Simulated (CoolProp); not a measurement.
Values from CoolProp's reference Helmholtz-energy equation of state, Lemmon 2006. It is a short technical equation, of lower accuracy than the large ones.

Task: For R142b, give the phase and the Joule-Thomson coefficient (K/MPa), viscosity (µPa s) at -67.55 °C and 3.65 MPa.

Result: 
- -67.55 °C and 3.65 MPa: liquid; Joule-Thomson coefficient -0.455, viscosity 796

Viscosity comes from a separate model (Huber 2003), an estimate that may be off by 10 % or more.
